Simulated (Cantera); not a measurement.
**Fluorocarbon and chlorocarbon gases: C2F6 + H2**

Feed: 1 mol C2F6, 0.3 mol H2, equilibrated at 1.00 bar.

Method: chemical equilibrium by Gibbs-energy minimisation in Cantera with the NASA 1993 tables (ideal gas, pure condensed phases). Candidate condensed phases: C, C6H6, C7H8, C8H18; 95 gas species. The feed counts by its element totals alone. The tables' values for C2F4 are old estimates; treat these amounts as uncertain. Gases not in the tables: C2F6 and larger saturated fluorocarbons. The numbers say what is thermodynamically allowed, not how fast it happens.

From 2048 K to 2548 K the condensed part is C(graphite). The main C-bearing gas is CF4 throughout. The share of C in condensed phases is highest at 2048 K (31.8 %) and lowest at 2548 K (18.6 %).

```tsv
T (K)	log p CF4	log p HF	log p CF2	log p F	log p CF3	log p CF	log p C2F4	log p CHF3	n C(graphite)
2048	-0.17	-0.52	-1.87	-2.80	-2.53	-5.03	-5.22	-4.55	0.636
2098	-0.17	-0.52	-1.70	-2.60	-2.39	-4.74	-5.06	-4.52	0.630
2148	-0.18	-0.52	-1.55	-2.42	-2.27	-4.46	-4.91	-4.50	0.621
2198	-0.19	-0.52	-1.40	-2.25	-2.15	-4.20	-4.76	-4.48	0.609
2248	-0.20	-0.53	-1.26	-2.08	-2.04	-3.95	-4.63	-4.47	0.594
2298	-0.21	-0.53	-1.13	-1.93	-1.94	-3.71	-4.50	-4.46	0.574
2348	-0.23	-0.54	-1.01	-1.78	-1.85	-3.48	-4.39	-4.46	0.548
2398	-0.26	-0.55	-0.90	-1.64	-1.76	-3.27	-4.29	-4.46	0.516
2448	-0.29	-0.56	-0.79	-1.50	-1.69	-3.06	-4.19	-4.46	0.477
2498	-0.33	-0.58	-0.69	-1.38	-1.62	-2.87	-4.12	-4.48	0.429
2548	-0.38	-0.59	-0.61	-1.26	-1.57	-2.68	-4.05	-4.50	0.372
```
log p: log10 of the partial pressure in bar; n: condensed amount in mol.
